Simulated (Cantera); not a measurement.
**Thermodynamics of aluminium nitride and oxide growth, feed Al(CH3)3 + H2O + N2**

Feed: 1 mol Al(CH3)3, 0.56 mol H2O, 200 mol N2, held at 0.000120 bar.

These are equilibrium values from Cantera (NASA tables, ideal gas, pure condensed phases), not measurements of a reactor. Candidate condensed phases: Al, AlN, Al2O3, C, C6H6, C7H8, C8H18, H2O; 148 gas species. The feed counts by its element totals alone. The numbers say what is thermodynamically allowed, not how fast it happens.

From 1400 K to 1600 K the condensed part is AlN(s) + C(graphite). From 1650 K to 1700 K the condensed part is C(graphite). The main Al-bearing gas is Al throughout.

| T (K) | x N2 | x H2 | x Al | x CO | x H | x HCN | x HNC | x AlH | n AlN(s) | n C(graphite) |
|---|---|---|---|---|---|---|---|---|---|---|
| 1400 | 0.973 | 0.0246 | 1.24e-6 | 0.00273 | 6.96e-5 | 7.67e-5 | 9.15e-7 | 3.89e-9 | 1.000 | 2.42 |
| 1450 | 0.972 | 0.0245 | 8.19e-6 | 0.00273 | 0.000135 | 0.000113 | 1.62e-6 | 2.07e-8 | 0.998 | 2.42 |
| 1500 | 0.972 | 0.0245 | 4.77e-5 | 0.00273 | 0.000251 | 0.000163 | 2.75e-6 | 9.86e-8 | 0.990 | 2.41 |
| 1550 | 0.972 | 0.0243 | 0.000248 | 0.00273 | 0.000448 | 0.000229 | 4.51e-6 | 4.23e-7 | 0.949 | 2.39 |
| 1600 | 0.971 | 0.0241 | 0.00116 | 0.00272 | 0.000770 | 0.000313 | 7.16e-6 | 1.65e-6 | 0.762 | 2.37 |
| 1650 | 0.967 | 0.0236 | 0.00483 | 0.00271 | 0.00127 | 0.000418 | 1.10e-5 | 5.77e-6 | 0 | 2.35 |
| 1700 | 0.967 | 0.0232 | 0.00483 | 0.00271 | 0.00205 | 0.000548 | 1.64e-5 | 4.88e-6 | 0 | 2.32 |
x: gas mole fraction; n: condensed amount in mol.
